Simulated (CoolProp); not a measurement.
A Linde-Hampson liquefier for CF4 (R14): isothermal reversible compression at 320 K from 1 atm to 5 MPa, throttling to 1 atm, return gas leaving the recuperator 2 K below the feed. Each further row changes one setting.

Computed with CoolProp (reference Helmholtz-energy equation of state, Platzer 1990). This equation is an older, rougher fit; its heat capacities, sound speeds and derivatives of the liquid may be far off and weren't checked against measurements.

| case | liquid yield per pass | compression work (kJ/kg of gas) |
|---|---|---|
| as stated | ? | 114 |
| high pressure 10 MPa | ? | ? |
| warm-end temperature 350 K | 0.049 | ? |
| warm-end gap 7 K | ? | 114 |

**Question.** Some entries are withheld; supply them.

**Answer.** 
- as stated, liquid yield per pass: 0.066
- high pressure 10 MPa, liquid yield per pass: 0.139
- high pressure 10 MPa, compression work (kJ/kg of gas): 131
- warm-end temperature 350 K, compression work (kJ/kg of gas): 126
- warm-end gap 7 K, liquid yield per pass: 0.052
